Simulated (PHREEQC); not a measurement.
A solution holds 130 mmol/kgw NaOH, 1 mmol/kgw K2SiO3 and 7 mmol/kgw K2CO3, at 85 °C. Closed to the air; pH follows from the charge balance.

Equilibrium calculation in PHREEQC: ion-association model, phreeqc.dat.

No solid was allowed to form.

Order these Si species by the share of Si that they hold, largest first: H3SiO4-, H4SiO4, H2SiO4-2.

H3SiO4- (58 %), H2SiO4-2 (42 %), H4SiO4 (0.22 %)

Order these C species by the share of C that they hold, largest first: HCO3-, NaCO3-, CO3-2.

NaCO3- (90 %), CO3-2 (10 %), HCO3- (0.19 %)

The pH is 11.46 and the ionic strength 0.141 mol/kgw. Complexes and solids missing from the database can't appear. Away from 25 °C the constants follow the database's enthalpies or fits; those with neither stay at their 25 °C values.
